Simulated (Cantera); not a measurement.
Gas-phase reforming

An isothermal, constant-pressure homogeneous reactor starts with 17.7 % CH4, 76.2 % H2O, 6.03 % H2, at 1375 K and 2900000 Pa.

Model: GRI-Mech 3.0 (53 species, 325 reactions), integrated in Cantera. The pressure lies above the range GRI-Mech 3.0 was tuned for (to about 10 atm).

```csv
t (s),x CH4,x H2O,x H2,x HO2,x C2H,x C2H2,x HCO
4.00e-5,0.177,0.762,0.0603,<1e-12,<1e-12,<1e-12,<1e-12
0.000122,0.177,0.762,0.0603,<1e-12,<1e-12,4.81e-11,<1e-12
0.000373,0.177,0.762,0.0603,<1e-12,<1e-12,1.18e-9,<1e-12
0.00114,0.177,0.762,0.0603,<1e-12,<1e-12,2.57e-8,<1e-12
0.00347,0.177,0.762,0.0604,<1e-12,<1e-12,6.03e-7,<1e-12
0.0106,0.177,0.762,0.0609,<1e-12,<1e-12,1.20e-5,1.92e-12
0.0324,0.175,0.762,0.0624,<1e-12,<1e-12,0.000133,2.28e-12
0.0988,0.170,0.759,0.0670,<1e-12,<1e-12,0.000719,3.21e-12
0.302,0.160,0.754,0.0776,<1e-12,2.88e-12,0.00195,7.59e-12
0.921,0.151,0.746,0.0901,<1e-12,4.33e-12,0.00257,2.17e-11
2.81,0.150,0.732,0.103,<1e-12,2.83e-12,0.00177,4.05e-11
8.58,0.144,0.704,0.131,<1e-12,1.13e-12,0.000800,9.62e-11
26.2,0.128,0.656,0.180,<1e-12,<1e-12,0.000242,2.65e-10
80.0,0.100,0.591,0.253,<1e-12,<1e-12,5.35e-5,6.80e-10
```
x: mole fraction; the columns are a selection and need not sum to one.

Equilibrium at this temperature and pressure: CH4 0.000470, H2O 0.395, H2 0.474, HO2 <1e-12, C2H <1e-12, C2H2 1.82e-10, HCO 3.30e-9 (gas phase only).
